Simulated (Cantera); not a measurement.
Feed: 1 mol B2H6, 9.6 mol O2, 2.5 mol N2, at 1.00 bar.

Cantera equilibrium calculation (NASA polynomials, part measured and part estimated; ideal gas, pure solids and liquids). Candidate condensed phases: B, BN, B2O3, B3O3H3, H2O; 39 gas species. The feed counts by its element totals alone. Kinetics and transport are ignored.

Q: At 1450 °C, list the 4 most abundant gas species with their mole fractions, and the condensed phases.

A: O2 0.527, H2O 0.209, N2 0.199, HBO2 0.0608. Condensed: B2O3(l).
